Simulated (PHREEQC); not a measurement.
0.05 mol of Jarosite-Na (NaFe3(SO4)2(OH)6) is brought to equilibrium with 1 kg of water holding 100 mmol/kgw NaCl, at 25 °C, the pH being set by adding NaOH or HCl. Oxygen alone is held at its pressure in air (log pO2 = -0.68). CO2 from the air is kept out. Names ending in (a), (am) or -a are amorphous solids. The run lets Jarosite-Na, Fe(OH)3(a), Mirabilite precipitate or redissolve, and no other solid.

All values are PHREEQC results (ion-association model, wateq4f.dat), not measurements.

Task: Predict dissolved Fe (mol/kgw), dissolved S (mol/kgw) at pH = 2.4, 3.6, 4.4.

Result: 
```json
[
 {"pH": "2.4", "dissolved Fe (mol/kgw)": "0.00319", "dissolved S (mol/kgw)": "0.00213"},
 {"pH": "3.6", "dissolved Fe (mol/kgw)": "0.000159", "dissolved S (mol/kgw)": "0.000305"},
 {"pH": "4.4", "dissolved Fe (mol/kgw)": "1.09e-5", "dissolved S (mol/kgw)": "0.00481"}
]
```

Complexes and solids missing from the database can't appear.
